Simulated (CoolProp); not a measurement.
Vapour pressure (bar) of ammonia: the reference equation beside estimates from Tc = 132.4 °C, pc = 113.6 bar, ω = 0.256. Clausius-Clapeyron is anchored at 23.55 °C with a constant enthalpy of vaporisation of 19.96 kJ/mol.

Values from CoolProp's reference Helmholtz-energy equation of state, Gao 2020.

```tsv
T (°C)	reference	Lee-Kesler	Clausius-Clapeyron	van der Waals	Redlich-Kwong	Soave-Redlich-Kwong	Peng-Robinson
-23.45	1.626	1.575	2.091	11.44	3.036	1.584	1.611
-15.55	2.306	2.255	2.808	13.61	4.131	2.263	2.288
-7.75	3.182	3.138	3.692	16.01	5.478	3.143	3.161
0.05	4.301	4.269	4.780	18.67	7.125	4.271	4.277
7.85	5.705	5.695	6.100	21.62	9.108	5.692	5.680
15.75	7.465	7.485	7.705	24.89	11.50	7.480	7.441
23.55	9.586	9.642	9.586	28.42	14.27	9.640	9.566
31.35	12.14	12.24	11.79	32.27	17.48	12.25	12.13
39.25	15.22	15.36	14.40	36.48	21.22	15.40	15.22
47.05	18.82	19.00	17.36	40.98	25.43	19.07	18.84
54.85	23.01	23.23	20.75	45.80	30.18	23.36	23.06
62.75	27.94	28.18	24.64	51.05	35.59	28.40	28.03
```

Absolute difference from the reference over all 12 rows, mean and median: Lee-Kesler 1.1 and 0.9 %, Clausius-Clapeyron 10.4 and 8.8 %, van der Waals 262.1 and 214.9 %, Redlich-Kwong 53.6 and 51.5 %, Soave-Redlich-Kwong 1.2 and 1.2 %, Peng-Robinson 0.4 and 0.3 %.
